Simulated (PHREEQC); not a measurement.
Hard or scaling water (model solution)

Solution (10 °C): 0.0012 mol CaCl2 and 0.0027 mol CO2 per kg of water. Closed to the air; pH follows from the charge balance.

All values are PHREEQC results (ion-association model, wateq4f.dat), not measurements.

Precipitation was switched off in this run.

### Question
Predict the pH.

### Answer
pH 4.52.

### Question
In which forms is C present?

### Answer
CO2 99 %, HCO3- 1.2 % of the C.

Complexes and solids missing from the database can't appear. At this temperature some constants are extrapolated from 25 °C, and those without enthalpy data are left unchanged.
